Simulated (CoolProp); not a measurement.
Vapour-liquid equilibrium of R143a (1) + R134a (2) at 253.9 K; x and y are mole fractions of (1).

Values from CoolProp's multi-fluid Helmholtz-energy mixture model, Lemmon and Jacobsen 2000 and Tillner-Roth 1994; pair parameters Lemmon 2004.

```csv
x,bubble pressure (MPa),y at the bubble point,dew pressure at overall composition x (MPa),liquid density (mol/L)
0.05,0.1462,0.106,0.1413,13.28
0.125,0.1599,0.242,0.1480,13.25
0.2,0.1737,0.358,0.1554,13.23
0.275,0.1875,0.458,0.1636,13.21
0.35,0.2014,0.544,0.1726,13.18
0.425,0.2153,0.620,0.1827,13.16
0.5,0.2293,0.688,0.1940,13.13
0.575,0.2433,0.748,0.2068,13.10
0.65,0.2574,0.802,0.2213,13.07
0.725,0.2715,0.851,0.2378,13.04
0.8,0.2857,0.896,0.2568,13.01
0.875,0.3000,0.938,0.2789,12.98
0.95,0.3144,0.976,0.3046,12.95
```

No azeotrope shows between x = 0.05 and 0.95.

The pair parameters rest on a limited set of measurements; away from them the model extrapolates.
